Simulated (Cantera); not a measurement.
**Low-pressure radical oxidation in H2/O2**

An isothermal, constant-pressure homogeneous reactor starts with 3.47 % H₂, 96.5 % O₂, equivalence ratio 0.018, at 948 K and 0.0132 atm.

Model: the H2/O2 subset of GRI-Mech 3.0, which has no nitrogen chemistry, integrated in Cantera. Radical loss at walls, strong at low pressure, is not modelled. Below about 950 K walls govern HO2 and H2O2 in real vessels. The temperature is held fixed by assumption; the heat of reaction is taken as removed at once.

```json
[
 {"t (s)": "0.000200", "x H₂": "0.0347", "x O₂": "0.965", "x H₂O": "2.06e-12", "x H₂O₂": "<1e-12", "x OH": "4.24e-12"},
 {"t (s)": "0.000665", "x H₂": "0.0347", "x O₂": "0.965", "x H₂O": "4.59e-11", "x H₂O₂": "<1e-12", "x OH": "2.80e-11"},
 {"t (s)": "0.00221", "x H₂": "0.0347", "x O₂": "0.965", "x H₂O": "2.10e-9", "x H₂O₂": "<1e-12", "x OH": "6.35e-10"},
 {"t (s)": "0.00737", "x H₂": "0.0347", "x O₂": "0.965", "x H₂O": "2.43e-5", "x H₂O₂": "7.14e-11", "x OH": "6.78e-6"},
 {"t (s)": "0.0245", "x H₂": "0.000647", "x O₂": "0.956", "x H₂O": "0.0328", "x H₂O₂": "1.00e-7", "x OH": "0.000837"},
 {"t (s)": "0.0816", "x H₂": "5.96e-5", "x O₂": "0.963", "x H₂O": "0.0351", "x H₂O₂": "5.93e-8", "x OH": "0.000214"},
 {"t (s)": "0.271", "x H₂": "5.64e-6", "x O₂": "0.964", "x H₂O": "0.0353", "x H₂O₂": "3.91e-8", "x OH": "6.48e-5"},
 {"t (s)": "0.903", "x H₂": "5.12e-7", "x O₂": "0.965", "x H₂O": "0.0354", "x H₂O₂": "1.86e-8", "x OH": "2.14e-5"},
 {"t (s)": "3.01", "x H₂": "5.36e-8", "x O₂": "0.965", "x H₂O": "0.0354", "x H₂O₂": "7.07e-9", "x OH": "8.12e-6"},
 {"t (s)": "10.0", "x H₂": "7.98e-9", "x O₂": "0.965", "x H₂O": "0.0354", "x H₂O₂": "2.49e-9", "x OH": "3.53e-6"}
]
```
x: mole fraction; the columns are a selection and need not sum to one.

Equilibrium at this temperature and pressure: H₂ 5.35e-12, O₂ 0.965, H₂O 0.0354, H₂O₂ 5.60e-12, OH 1.01e-7 (gas phase only).
